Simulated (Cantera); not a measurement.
A closed system holds: 1 mol SiH4, 0.3 mol C2H4, 610 mol H2, at 1452 °C and 13.3 mbar.

These are equilibrium values from Cantera (NASA tables, ideal gas, pure condensed phases), not measurements of a reactor. Mutual solubility and eutectic melting of coexisting phases are not modelled. Gases not in the tables: Si2H6 and higher silanes. Equilibrium is a limit: real reactors are often held back by kinetics, nucleation or transport.

```tsv
species	before	after
H2	0.998	0.999
H	0.00161	0.00113
Si	7.61e-5	3.76e-5
SiH	1.26e-5	8.82e-6
SiH2	1.72e-5	1.72e-5
Si(l), mol	0.334	0.361
SiC(s), mol	0.600	0.600
```
Gas species are given as mole fractions.

Name the change that produced these shifts.
A. pressure from 13.3 mbar to 27.0 mbar
B. temperature from 1452 °C to 700 °C
C. temperature from 1452 °C to 2350 °C
D. temperature from 1452 °C to 2077 °C

A, pressure from 13.3 mbar to 27.0 mbar
